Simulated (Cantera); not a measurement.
Mixture: CO : H2 : CH4 : O2 : N2 : H2O = 1 : 0.55 : 0.29 : 1.35 : 5.09 : 0.41 (molar parts), equivalence ratio 1.0, at 3750 Torr, adiabatic and at constant pressure. Ignition delay is the time to a rise of 400 K.

Cantera simulation using GRI-Mech 3.0 (53 species, 325 reactions); the numbers are that mechanism's predictions, not measurements.

Q: Predict: delay at 1175 K; delay at 1275 K; delay at 1375 K; delay at 1475 K; delay at 1575 K; delay at 1675 K; delay at 1775 K; apparent activation energy between 1575 and 1775 K.

A: 
| Quantity | Value |
|---|---|
| delay at 1175 K | 0.227 ms |
| delay at 1275 K | 76.7 µs |
| delay at 1375 K | 34.8 µs |
| delay at 1475 K | 18.6 µs |
| delay at 1575 K | 11.1 µs |
| delay at 1675 K | 7.28 µs |
| delay at 1775 K | 5.07 µs |
| apparent activation energy between 1575 and 1775 K | 91 kJ/mol |
